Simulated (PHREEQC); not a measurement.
0.078 g of hydrous ferric oxide (600 m²/g; 0.2 weak and 0.005 strong sites per Fe, Dzombak-Morel constants, diffuse double layer) in 1 kg of water with 0.1 mol/kgw of an inert sodium salt, at 25 °C; the pH is set by adding NaOH or the inert anion's acid. O2 is buffered at 0.21 atm. No CO2 enters from the air. No solid was allowed to form.

Base run: PHREEQC, ion-association model, wateq4f.dat. Each further column changes one thing. The table gives surface charge σ (C/m²).

```json
[
 {"pH": "4", "base": "0.321", "background salt from 0.1 to 0.01 mol/kgw": "0.216", "oxide from 0.078 to 0.39 g/kgw": "0.321", "1.9e-05 mol/kgw CuCl2 added": "0.321"},
 {"pH": "4.5", "base": "0.272", "background salt from 0.1 to 0.01 mol/kgw": "0.160", "oxide from 0.078 to 0.39 g/kgw": "0.273", "1.9e-05 mol/kgw CuCl2 added": "0.273"},
 {"pH": "5", "base": "0.215", "background salt from 0.1 to 0.01 mol/kgw": "0.113", "oxide from 0.078 to 0.39 g/kgw": "0.215", "1.9e-05 mol/kgw CuCl2 added": "0.216"},
 {"pH": "6", "base": "0.111", "background salt from 0.1 to 0.01 mol/kgw": "0.050", "oxide from 0.078 to 0.39 g/kgw": "0.111", "1.9e-05 mol/kgw CuCl2 added": "0.121"},
 {"pH": "6.5", "base": "0.074", "background salt from 0.1 to 0.01 mol/kgw": "0.030", "oxide from 0.078 to 0.39 g/kgw": "0.074", "1.9e-05 mol/kgw CuCl2 added": "0.084"},
 {"pH": "7", "base": "0.045", "background salt from 0.1 to 0.01 mol/kgw": "0.017", "oxide from 0.078 to 0.39 g/kgw": "0.045", "1.9e-05 mol/kgw CuCl2 added": "0.054"},
 {"pH": "7.5", "base": "0.022", "background salt from 0.1 to 0.01 mol/kgw": "0.008", "oxide from 0.078 to 0.39 g/kgw": "0.022", "1.9e-05 mol/kgw CuCl2 added": "0.031"},
 {"pH": "8", "base": "0.004", "background salt from 0.1 to 0.01 mol/kgw": "0.001", "oxide from 0.078 to 0.39 g/kgw": "0.004", "1.9e-05 mol/kgw CuCl2 added": "0.011"},
 {"pH": "9", "base": "-0.034", "background salt from 0.1 to 0.01 mol/kgw": "-0.013", "oxide from 0.078 to 0.39 g/kgw": "-0.034", "1.9e-05 mol/kgw CuCl2 added": "-0.025"},
 {"pH": "9.5", "base": "-0.060", "background salt from 0.1 to 0.01 mol/kgw": "-0.024", "oxide from 0.078 to 0.39 g/kgw": "-0.060", "1.9e-05 mol/kgw CuCl2 added": "-0.048"},
 {"pH": "10", "base": "-0.094", "background salt from 0.1 to 0.01 mol/kgw": "-0.040", "oxide from 0.078 to 0.39 g/kgw": "-0.094", "1.9e-05 mol/kgw CuCl2 added": "-0.077"}
]
```

 The database's constant for dissolved Cu(OH)2 is higher than later reviews accept.
